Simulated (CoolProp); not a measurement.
Values from CoolProp's reference Helmholtz-energy equation of state, Thol 2014.

Task: Give the vapour pressure (bar), liquid density (kg/m³), vapour density (kg/m³), enthalpy of vaporisation (kJ/kg) of saturated diethyl ether at 46.05, 64.15, 67.15 °C.

Result: 
| T (°C) | p (bar) | liquid density (kg/m³) | vapour density (kg/m³) | enthalpy of vaporisation (kJ/kg) |
|---|---|---|---|---|
| 46.05 | 1.50 | 683 | 4.47 | 348 |
| 64.15 | 2.61 | 660 | 7.56 | 330 |
| 67.15 | 2.85 | 656 | 8.21 | 327 |
